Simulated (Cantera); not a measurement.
A Cantera script and what it prints.

```python
import numpy as np
import cantera as ct

gas_names = """
    C CN CO CO2 C2 CCN CNC C2N2 C2O C3 C3O2 C4 C4N2 C5 N NCO NO NO2 NO3 N2 N2O O O2 O3 Si SiC SiC2 SiN
    SiO SiO2 Si2 Si2C Si2N Si3
""".split()
cond_names = """
    C(gr) Si(cr) Si(L) SiC(b) SiO2(Lqz) SiO2(hqz) SiO2(L) Si2N2O(s) Si3N4(a)
""".split()


# ... load() reads the species with a 1 bar reference pressure and builds the phases ...
atoms = {
    'Si': {'Si': 1},
    'O2': {'O': 2},
    'N2': {'N': 2},
    'CO2': {'C': 1, 'O': 2},
}
top_T = {'C(gr)': 4500, 'SiC(b)': 3050, 'Si2N2O(s)': 2100, 'Si3N4(a)': 2400}  # K; cautious upper limits of use, not melting points


# ... equilibrate(T, P, feed) seeds the gas with the atoms and calls Mixture.equilibrate('TP', solver="vcs", rtol=1e-11, max_steps=5000) ...
results = []
T = 975  # K
P = 21000  # Pa
for m in [0.45, 1.3, 2.2, 3, 3.9, 4.7, 5.6, 6.4]:
    feed = {'Si': 1, 'O2': 0.022, 'N2': 4.6, 'CO2': m}  # mol
    mix = equilibrate(T, P, feed)
    results.append((T, P, feed, dict(zip(mix.species_names, mix.species_moles))))

top = {s: max(r[3][s] / sum(r[3][g] for g in gas_names) for r in results) for s in gas_names}
cols = sorted((s for s in top if top[s] > 1e-06), key=lambda s: -top[s])[:8]
seen = [c for c in cond_names if any(r[3].get(c, 0) > 1e-12 for r in results)]
print("log10 of partial pressures in bar; condensed amounts in mol")
print(f"{'n(CO2)':>10s}" + "".join(f"{s[:9]:>10s}" for s in cols + seen))
for T, P, feed, n in results:
    ng = sum(n[g] for g in gas_names)
    print(f"{feed['CO2']:10.4g}" + "".join(f"{np.log10(max(n[s] / ng * P / 1e5, 1e-99)):10.3f}" for s in cols)
          + "".join(f"{n.get(c, 0):10.4g}" for c in seen))
```

It prints:

```
log10 of partial pressures in bar; condensed amounts in mol
    n(CO2)        N2       CO2        CO     C(gr) SiO2(hqz) Si2N2O(s)
      0.45    -0.678    -7.790    -3.886    0.4474    0.2942    0.3529
       1.3    -0.733    -3.232    -1.607    0.6706         1         0
       2.2    -0.848    -2.123    -1.219         0         1         0
         3    -0.896    -1.540    -1.267         0         1         0
       3.9    -0.944    -1.319    -1.316         0         1         0
       4.7    -0.984    -1.208    -1.355         0         1         0
       5.6    -1.024    -1.125    -1.395         0         1         0
       6.4    -1.056    -1.071    -1.428         0         1         0
```

These are equilibrium values from Cantera (NASA tables, ideal gas, pure condensed phases), not measurements of a reactor. N2 is the only nitrogen source here; it is nearly inert below about 1500 K, so the nitride shown seldom forms there in practice.
